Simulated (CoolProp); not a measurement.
Aqueous sodium chloride as a coolant, 20 % by mass, freezing at -16.5 °C, 1 atm.

The numbers come from the Melinder's fits for secondary coolants in CoolProp.

```
T (°C)  density (kg/m³)  viscosity (mPa s)  conductivity (W/(m K))  Prandtl number
------  ---------------  -----------------  ----------------------  --------------
-13.7        (withheld)               4.42                   0.527            28.1
-7.1               1160               3.44                   0.537            21.6
-0.6               1157               2.75                   0.547      (withheld)
6                  1154               2.23                   0.557            13.6
12.5         (withheld)               1.85              (withheld)            11.1
19                 1148         (withheld)                   0.577            9.28
25.6               1145               1.35                   0.587            7.87
32.1               1142               1.19                   0.597      (withheld)
38.7         (withheld)               1.07                   0.607      (withheld)
```

### Question
Fill in the missing entries.

### Answer

- -13.7, density (kg/m³): 1162
- -0.6, Prandtl number: 17.0
- 12.5, density (kg/m³): 1151
- 12.5, conductivity (W/(m K)): 0.567
- 19, viscosity (mPa s): 1.57
- 32.1, Prandtl number: 6.82
- 38.7, density (kg/m³): 1138
- 38.7, Prandtl number: 6.01
